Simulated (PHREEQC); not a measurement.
Synthetic water in mg/L, 25 °C, pH 1.84, pe 10:

```
constituent  mg/L
-----------  ----
Na            882
K             211
Ca            277
Mg           15.8
Cl           79.2
S(6) as SO4  4100
Zn           11.2
Cd            186
```

Cl is adjusted to close the charge balance.
Valence states are taken as typed.

Computed with PHREEQC (ion-association model, phreeqc.dat).

This is a speciation only: nothing precipitates in the calculation.

### Question
Order these Cd species by the share of Cd that they hold, largest first: CdCl+, Cd(SO4)2-2, Cd+2, CdSO4, CdCl2.

### Answer
Cd+2 (41 %), CdSO4 (36 %), CdCl+ (14 %), Cd(SO4)2-2 (9.0 %), CdCl2 (0.32 %)

The pH is 1.84 and the ionic strength 0.0988 mol/kgw. Complexes and solids missing from the database can't appear.
